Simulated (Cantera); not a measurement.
Input: 1 mol Si, a varied amount of Cl2, 9.8 mol H2, 1.5 mol HCl, equilibrated at 477 °C and 0.120 bar.

Cantera equilibrium calculation (NASA polynomials, part measured and part estimated; ideal gas, pure solids and liquids). Candidate condensed phases: Si; 19 gas species. The tables' values for SiCl3 are old estimates; treat these amounts as uncertain. Kinetics and transport are ignored.

log p: log10 of the partial pressure in bar; n: condensed amount in mol.

```tsv
n(Cl2) (mol)	log p H2	log p HCl	log p SiCl4	log p SiHCl3	n Si(s)
0.5	-0.95	-3.95	-2.30	-2.64	0.321
0.59	-0.95	-3.95	-2.27	-2.62	0.273
0.7	-0.95	-3.94	-2.24	-2.60	[?]
0.82	-0.96	-3.93	-2.20	-2.57	0.151
0.97	-0.96	-3.92	-2.16	-2.54	0.0708
1.1	-0.96	-3.92	-2.13	-2.52	0.00169
1.4	-0.97	-2.49	-2.00	-3.82	0
1.6	-0.99	-2.15	-2.00	-4.18	0
1.9	-1.01	-1.89	-2.01	-4.47	0
2.2	-1.04	[?]	-2.02	[?]	0
2.6	-1.07	-1.60	-2.03	-4.84	0
```

**Question.** Complete the blanks.

**Answer.** 
- 0.7, n Si(s): 0.214
- 2.2, log p HCl: -1.74
- 2.2, log p SiHCl3: -4.66
